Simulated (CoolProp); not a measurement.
Propylene at 405 K and 1.77 MPa is throttled through a valve to 0.104 MPa with no heat exchange. Each further row changes one setting.

Model: reference Helmholtz-energy equation of state, Lemmon 2013, in CoolProp.

| case | temperature change (K) | final density (kg/m³) |
|---|---|---|
| as stated | -13.1 | 1.35 |
| outlet pressure 0.0312 MPa | … | … |
| outlet pressure 0.135 MPa | … | … |

Some entries are withheld; supply them.


- outlet pressure 0.0312 MPa, temperature change (K): -13.6
- outlet pressure 0.0312 MPa, final density (kg/m³): 0.404
- outlet pressure 0.135 MPa, temperature change (K): -12.8
- outlet pressure 0.135 MPa, final density (kg/m³): 1.76
